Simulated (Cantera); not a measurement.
Input: 1 mol SiH2Cl2, 52 mol H2, equilibrated at 1275 °C and 1.00 bar.

Method: chemical equilibrium by Gibbs-energy minimisation in Cantera with the NASA 1993 tables (ideal gas, pure condensed phases). Candidate condensed phases: Si; 19 gas species. The tables' values for SiCl3 are old estimates; treat these amounts as uncertain. Equilibrium is a limit: real reactors are often held back by kinetics, nucleation or transport.

Base state: H2 0.967, HCl 0.0298, SiCl2 0.00306, SiCl3 0.000172, SiHCl3 0.000107, SiH2Cl2 6.88e-5, H 3.03e-5, SiCl4 2.69e-5 (mole fractions); condensed: Si(s).

Task: What changes in the equilibrium state with this change: SiH2Cl2 replaced by SiH4?

Result: 
```tsv
species	before	after
H2	0.967	1.000
H	3.03e-5	3.08e-5
HCl	0.0298	0
SiCl2	0.00306	0
SiCl3	0.000172	0
SiHCl3	0.000107	0
Si(s), mol	0.814	1.000
```
